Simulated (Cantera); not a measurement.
Moist CO burnout

A perfectly stirred reactor is fed with CO : O₂ : H₂O : N₂ = 0.021 : 0.054 : 0.031 : 1 (molar parts), at 1200 Torr; it is held at 925 K, and followed from long to short residence time.

Computed with Cantera and GRI-Mech 3.0 (53 species, 325 reactions).

| τ (s) | x CO | x O₂ | x H₂O | x NO₂ | x NO | x HO₂ | x H |
|---|---|---|---|---|---|---|---|
| 17 | 0.00680 | 0.0430 | 0.0282 | 2.83e-10 | 2.24e-11 | 2.58e-6 | 3.58e-9 |
| 2.6 | 0.0148 | 0.0468 | 0.0281 | 1.81e-11 | 2.01e-12 | 3.31e-6 | 6.74e-9 |
| 0.41 | 0.0184 | 0.0485 | 0.0280 | <1e-12 | <1e-12 | 2.79e-6 | 5.62e-9 |
| 0.065 | 0.0190 | 0.0488 | 0.0280 | <1e-12 | <1e-12 | 8.64e-7 | 1.26e-9 |
| 0.010 | 0.0190 | 0.0488 | 0.0280 | <1e-12 | <1e-12 | 3.88e-9 | 6.72e-12 |
| 0.0016 | 0.0190 | 0.0488 | 0.0280 | <1e-12 | <1e-12 | 3.23e-10 | 1.70e-12 |
| 0.00025 | 0.0190 | 0.0488 | 0.0280 | <1e-12 | <1e-12 | 1.66e-11 | <1e-12 |
x: mole fraction; the columns are a selection and need not sum to one.
